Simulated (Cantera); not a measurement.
Charge: 1 mol Si, 0.51 mol HCl, 0.3 mol H2, at 900 K and 0.120 bar.

Equilibrium computed with Cantera from the NASA thermochemical tables; the gas is ideal and each condensed phase is pure. Candidate condensed phases: Si; 19 gas species. The tables' values for SiCl3 are old estimates; treat these amounts as uncertain. Kinetics and transport are ignored.

Base state: H2 0.794, SiCl4 0.153, SiHCl3 0.0435, HCl 0.00792, SiH2Cl2 0.00118, SiCl3 0.000587, SiCl2 0.000107 (mole fractions); condensed: Si(s).

What changes in the equilibrium state with this change: HCl from 0.51 to 5.1 mol?


| species | before | after |
|---|---|---|
| H2 | 0.794 | 0.521 |
| HCl | 0.00792 | 0.251 |
| SiCl4 | 0.153 | 0.226 |
| SiHCl3 | 0.0435 | 0.00133 |
| SiH2Cl2 | 0.00118 | 7.44e-7 |
| SiCl2 | 0.000107 | 1.03e-7 |
| SiCl3 | 0.000587 | 2.21e-5 |
| Si(s), mol | 0.866 | 0 |

What changes in the equilibrium state with this change: temperature from 900 K to 1225 K?


| species | before | after |
|---|---|---|
| H2 | 0.794 | 0.730 |
| SiCl4 | 0.153 | 0.111 |
| HCl | 0.00792 | 0.0850 |
| SiCl2 | 0.000107 | 0.0241 |
| SiCl3 | 0.000587 | 0.0184 |
| SiHCl3 | 0.0435 | 0.0298 |
| SiH3Cl | 7.75e-6 | 1.05e-5 |
| SiH2Cl2 | 0.00118 | 0.00107 |
| Si(s), mol | 0.866 | 0.870 |

What changes in the equilibrium state with this change: pressure from 0.120 bar to 2.10 bar?


```tsv
species	before	after
H2	0.794	0.785
SiCl4	0.153	0.129
SiHCl3	0.0435	0.0779
SiH3Cl	7.75e-6	6.24e-5
SiCl2	0.000107	2.36e-5
SiH2Cl2	0.00118	0.00446
SiCl3	0.000587	0.000252
HCl	0.00792	0.00369
Si(s), mol	0.866	0.859
```
